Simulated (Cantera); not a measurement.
An adiabatic, constant-volume homogeneous reactor starts with CH4 : H2 : O2 : N2 = 1 : 0.12 : 2.06 : 7.75 (molar parts), equivalence ratio 1.0, at 1125 K and 100000 Pa. Integrator tolerance rtol = 1e-08.

Computed with Cantera and GRI-Mech 3.0 (53 species, 325 reactions).

```
quantity                                                            before                                    after
---------------------------------  ---------------------------------------  ---------------------------------------
time of steepest temperature rise                                  31.1 ms                                  13.2 ms
temperature at 0.200 s                                              2805 K                                   2817 K
equilibrium temperature                                             2805 K                                   2817 K
x(CH4) at 0.200 s                    <1e-12 (gas-phase equilibrium <1e-12)    <1e-12 (gas-phase equilibrium <1e-12)
x(H2) at 0.200 s                     0.0168 (gas-phase equilibrium 0.0168)    0.0195 (gas-phase equilibrium 0.0195)
x(O2) at 0.200 s                     0.0172 (gas-phase equilibrium 0.0172)    0.0149 (gas-phase equilibrium 0.0149)
x(H2O2) at 0.200 s                 4.22e-7 (gas-phase equilibrium 4.22e-7)  4.16e-7 (gas-phase equilibrium 4.16e-7)
x(O) at 0.200 s                    0.00454 (gas-phase equilibrium 0.00454)  0.00443 (gas-phase equilibrium 0.00443)
x(N2O) at 0.200 s                  8.26e-7 (gas-phase equilibrium 8.26e-7)  7.77e-7 (gas-phase equilibrium 7.77e-7)
```

Task: Which change was made?
A. initial temperature 1125 to 975 K
B. pressure from 100000 Pa to 540000 Pa
C. O2 2.06 to 0.89 parts
D. H2 0.12 to 0.24 parts

Result: D, H2 0.12 to 0.24 parts
